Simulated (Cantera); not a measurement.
Input: 1 mol MgCO3, 0.048 mol H2O, 4.2 mol H2, 5.4 mol CO2, equilibrated at 627 °C.

Cantera equilibrium calculation (NASA polynomials, part measured and part estimated; ideal gas, pure solids and liquids). Candidate condensed phases: C, C6H6, C7H8, C8H18, H2O, Mg, MgCO3, MgO, Mg(OH)2; 116 gas species. Kinetics and transport are ignored.

x: gas mole fraction; n: condensed amount in mol.

```tsv
P (Pa)	x CO2	x H2O	x H2	x CO	x CH4	n MgO(s)	n C(graphite)
10	0.412	0.194	0.205	0.189	6.38e-11	1.00	0
36	0.412	0.194	0.205	0.189	8.27e-10	1.00	0
130	0.412	0.194	0.205	0.189	1.08e-8	1.00	0
460	0.412	0.194	0.205	0.189	1.35e-7	1.00	0
1700	0.412	0.194	0.205	0.189	1.84e-6	1.00	0
6000	0.412	0.194	0.205	0.189	[?]	1.00	0
22000	0.412	0.194	0.205	0.189	0.000305	1.00	0
77000	0.417	0.196	0.199	0.185	0.00334	1.00	0
280000	0.447	0.206	[?]	[?]	[?]	1.00	0
1000000	0.499	0.256	0.112	0.0945	0.0389	1.00	0.376
```

Problem. Complete the blanks.

Solution. 
- 280000, x H2: 0.167
- 280000, x CO: 0.158
- 280000, x CH4: 0.0214
- 6000, x CH4: 2.30e-5
